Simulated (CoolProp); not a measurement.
Computed with CoolProp (reference Helmholtz-energy equation of state, Thol 2019).

For tetradecamethylhexasiloxane (MD4M), give the phase and the cp (kJ/(kg K)), Joule-Thomson coefficient (K/MPa), fugacity coefficient at 338.65 °C and 28.2 bar.


- 338.65 °C and 28.2 bar: liquid; cp 2.31, Joule-Thomson coefficient 0.317, fugacity coefficient 0.170
